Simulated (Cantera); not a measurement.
A closed system holds: 1 mol Al(CH3)3, 0.72 mol N2O, 1.1 mol N2, at 43.0 mbar.

Equilibrium computed with Cantera from the NASA thermochemical tables; the gas is ideal and each condensed phase is pure. Candidate condensed phases: Al, AlN, Al2O3, C, C6H6, C7H8, C8H18, H2O; 148 gas species. The feed counts by its element totals alone. Mutual solubility and eutectic melting of coexisting phases are not modelled. The numbers say what is thermodynamically allowed, not how fast it happens.

Task: At 1423 K, list the 6 most abundant gas species with their mole fractions, and the condensed phases.

Result: H2 0.729, N2 0.244, CO 0.0270, HCN 0.000251, CH4 8.70e-5, H 2.73e-5. Condensed: AlN(s) + Al2O3(s) + C(graphite).
